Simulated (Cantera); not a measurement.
A Cantera script and what it prints.

```python
import numpy as np
import cantera as ct

gas_names = """
    Br Br2 H HBr H2 N NH NH2 NH3 N2 N2H2 N2H4 Si SiBr SiBr2 SiBr3 SiBr4 SiH SiHBr3 SiH2 SiH2Br2 SiH3
    SiH3Br SiH4 SiN Si2 Si2N Si3
""".split()
cond_names = """
    Br2(cr) Br2(L) Si(cr) Si(L) Si3N4(a)
""".split()


# ... load() reads the species with a 1 bar reference pressure and builds the phases ...
atoms = {
    'Si': {'Si': 1},
    'HBr': {'H': 1, 'Br': 1},
    'N2': {'N': 2},
}
top_T = {'Si3N4(a)': 2400}  # K; cautious upper limits of use, not melting points


# ... equilibrate(T, P, feed) seeds the gas with the atoms and calls Mixture.equilibrate('TP', solver="vcs", rtol=1e-11, max_steps=5000) ...
results = []
feed = {'Si': 1, 'HBr': 1, 'N2': 3.8}  # mol
P = 3.1  # Pa
for T in [700, 800, 900, 1000, 1100, 1200, 1300, 1400, 1500, 1600, 1700]:
    mix = equilibrate(T, P, feed)
    results.append((T, P, feed, dict(zip(mix.species_names, mix.species_moles))))
    x = sorted(zip(gas.X, gas.species_names), reverse=True)
    print(f"T = {T:g} K  P = {P:g} Pa  gas = {mix.phase_moles(0):.4g} mol")
    print("   x: " + "  ".join(f"{s} {v:.3e}" for v, s in x if v > 0.001))
    print("   condensed (mol): " + ("  ".join(f"{mix.phase(i).name} {mix.phase_moles(i):.4g}"
          for i in range(1, mix.n_phases) if mix.phase_moles(i) > 1e-12) or "none"))
```

Output:

```
T = 700 K  P = 3.1 Pa  gas = 4.121 mol
   x: N2 7.663e-01  HBr 2.069e-01  H2 1.786e-02  SiBr4 8.929e-03
   condensed (mol): Si3N4(a) 0.3211
T = 800 K  P = 3.1 Pa  gas = 4.122 mol
   x: N2 7.657e-01  HBr 2.092e-01  H2 1.669e-02  SiBr4 8.344e-03
   condensed (mol): Si3N4(a) 0.3219
T = 900 K  P = 3.1 Pa  gas = 4.123 mol
   x: N2 7.653e-01  HBr 2.106e-01  H2 1.596e-02  SiBr4 7.929e-03
   condensed (mol): Si3N4(a) 0.3224
T = 1000 K  P = 3.1 Pa  gas = 4.126 mol
   x: N2 7.645e-01  HBr 2.110e-01  H2 1.566e-02  SiBr4 7.352e-03  Br 1.166e-03
   condensed (mol): Si3N4(a) 0.3228
T = 1100 K  P = 3.1 Pa  gas = 4.149 mol
   x: N2 7.613e-01  HBr 2.062e-01  H2 1.738e-02  Br 5.714e-03  SiBr4 4.983e-03  SiBr2 3.947e-03
   condensed (mol): Si3N4(a) 0.3204
T = 1200 K  P = 3.1 Pa  gas = 4.22 mol
   x: N2 7.566e-01  HBr 1.774e-01  H2 2.980e-02  SiBr2 1.977e-02  Br 1.508e-02
   condensed (mol): Si3N4(a) 0.3036
T = 1300 K  P = 3.1 Pa  gas = 4.307 mol
   x: N2 7.553e-01  HBr 1.234e-01  H2 5.439e-02  SiBr2 4.130e-02  Br 2.527e-02
   condensed (mol): Si3N4(a) 0.2736
T = 1400 K  P = 3.1 Pa  gas = 4.386 mol
   x: N2 7.545e-01  H2 7.722e-02  HBr 7.334e-02  SiBr2 5.976e-02  Br 3.475e-02
   condensed (mol): Si3N4(a) 0.2456
T = 1500 K  P = 3.1 Pa  gas = 4.924 mol
   x: N2 7.717e-01  H2 7.976e-02  SiBr2 5.574e-02  Br 4.801e-02  HBr 4.267e-02
   condensed (mol): Si(cr) 0.7195
T = 1600 K  P = 3.1 Pa  gas = 5.039 mol
   x: N2 7.541e-01  Br 8.322e-02  H2 8.066e-02  SiBr2 3.912e-02  HBr 3.435e-02  Si 3.145e-03  H 2.773e-03  SiBr 2.604e-03
   condensed (mol): Si(cr) 0.7734
T = 1700 K  P = 3.1 Pa  gas = 5.261 mol
   x: N2 7.222e-01  Br 1.177e-01  H2 7.914e-02  HBr 2.429e-02  Si 2.189e-02  SiBr2 2.109e-02  H 7.445e-03  SiBr 5.903e-03
   condensed (mol): Si(L) 0.7396
```

Equilibrium computed with Cantera from the NASA thermochemical tables; the gas is ideal and each condensed phase is pure. N2 is the only nitrogen source here; it is nearly inert below about 1500 K, so the nitride shown seldom forms there in practice. The tables' values for SiBr, SiBr3, SiN are old estimates; treat these amounts as uncertain.
